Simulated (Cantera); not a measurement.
Charge: 1 mol CH₃F, a varied amount of CH₄, 1.2 mol F₂, equilibrated at 2323.15 K and 50.3 Torr.

Method: chemical equilibrium by Gibbs-energy minimisation in Cantera with the NASA 1993 tables (ideal gas, pure condensed phases). Candidate condensed phases: C, C₆H₆, C₇H₈, C₈H₁₈; 95 gas species. Equilibrium is a limit: real reactors are often held back by kinetics, nucleation or transport.

x: gas mole fraction; n: condensed amount in mol.

```
n(CH₄) (mol)   x HF    x H₂      x H  x C₂H₂ (acetylene)       x F  n C(graphite)
------------  -----  ------  -------  ------------------  --------  -------------
0.14          0.974  0.0200  0.00596             9.71e-5  0.000369           1.14
0.22          0.929       …        …                   …         …           1.22
0.33          0.874       …        …                   …         …              …
0.5           0.802   0.179   0.0178            0.000868  0.000102           1.49
0.77          0.709   0.267   0.0218             0.00130   7.35e-5           1.76
1.2           0.599   0.373   0.0257             0.00181   5.26e-5           2.18
1.8           0.493   0.476   0.0290             0.00231   3.83e-5           2.77
```

**Question.** Fill in the missing entries.

**Answer.** 
- 0.22, x H₂: 0.0602
- 0.22, x H: 0.0103
- 0.22, x C₂H₂ (acetylene): 0.000292
- 0.22, x F: 0.000203
- 0.33, x H₂: 0.111
- 0.33, x H: 0.0140
- 0.33, x C₂H₂ (acetylene): 0.000537
- 0.33, x F: 0.000141
- 0.33, n C(graphite): 1.33
